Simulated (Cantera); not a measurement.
Input: 1 mol BN, 27 mol HCl, 12 mol H2, held at 1775 K and 0.660 bar.

Cantera equilibrium calculation (NASA polynomials, part measured and part estimated; ideal gas, pure solids and liquids). Candidate condensed phases: B, BN, NH4Cl; 21 gas species. The tables' values for BCl2, BCl are old estimates; treat these amounts as uncertain. Gases not in the tables: BHCl2. The numbers say what is thermodynamically allowed, not how fast it happens.

Base state: HCl 0.637, H2 0.335, BCl3 0.0179, N2 0.00925, BCl2 0.000509, Cl 0.000301, H 0.000206, BCl 0.000113 (mole fractions); condensed: BN(s).

Question: What changes in the equilibrium state with this change: temperature from 1775 K to 1125 K?

Answer: 
```tsv
species	before	after
HCl	0.637	0.690
H2	0.335	0.309
BCl3	0.0179	0.000756
BCl2	0.000509	2.86e-9
BCl	0.000113	<1e-9
H	0.000206	3.04e-8
Cl	0.000301	6.03e-8
N2	0.00925	0.000378
BN(s), mol	0.278	0.971
```
